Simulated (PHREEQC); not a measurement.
Dissolve 0.0011 mol/kgw HCl, 0.00023 mol/kgw LiCl and 0.021 mol/kgw NiSO4 at 25 °C. Closed to the air; pH follows from the charge balance.

The numbers come from PHREEQC with the ion-association model, wateq4f.dat.

Precipitation was switched off in this run.

**Question.** Order these S species by the share of S that they hold, largest first: HSO4-, SO4-2, NiSO4.

**Answer.** SO4-2 (64 %), NiSO4 (34 %), HSO4- (2.0 %)

The pH is 3.24 and the ionic strength 0.0561 mol/kgw.
